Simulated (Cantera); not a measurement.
A closed system holds: 1 mol Al, 18 mol O2, 270 mol H2, 0.68 mol N2O, equilibrated at 1923 K and 65.0 mbar.

These are equilibrium values from Cantera (NASA tables, ideal gas, pure condensed phases), not measurements of a reactor. Candidate condensed phases: Al, AlN, Al2O3, H2O; 35 gas species. The numbers say what is thermodynamically allowed, not how fast it happens.

Base state: H2 0.864, H2O 0.130, H 0.00344, N2 0.00251, OH 4.44e-5 (mole fractions); condensed: Al2O3(s).

### Question
What changes in the equilibrium state with this change: temperature from 1923 K to 1073.15 K?

### Answer
| species | before | after |
|---|---|---|
| H2 | 0.864 | 0.868 |
| H2O | 0.130 | 0.130 |
| N2 | 0.00251 | 0.00251 |
| H | 0.00344 | 5.14e-8 |
| OH | 4.44e-5 | <1e-9 |
| Al2O3(s), mol | 0.500 | 0.500 |

### Question
What changes in the equilibrium state with this change: H2 from 270 to 34 mol?

### Answer
```json
[
 {"species": "H2O", "before": "0.130", "after": "0.954"},
 {"species": "N2", "before": "0.00251", "after": "0.0191"},
 {"species": "O2", "before": "8.60e-9", "after": "0.0176"},
 {"species": "H2", "before": "0.864", "after": "0.00444"},
 {"species": "NO", "before": "7.01e-8", "after": "0.000277"},
 {"species": "O", "before": "1.32e-7", "after": "0.000188"},
 {"species": "OH", "before": "4.44e-5", "after": "0.00455"},
 {"species": "Al2O3(s), mol", "before": "0.500", "after": "0.500"}
]
```
Gases not in the tables: Al(OH)3.

### Question
What changes in the equilibrium state with this change: temperature from 1923 K to 1700 K?

### Answer
| species | before | after |
|---|---|---|
| H2 | 0.864 | 0.867 |
| H2O | 0.130 | 0.130 |
| N2 | 0.00251 | 0.00251 |
| H | 0.00344 | 0.000538 |
| OH | 4.44e-5 | 4.17e-6 |
| Al2O3(s), mol | 0.500 | 0.500 |
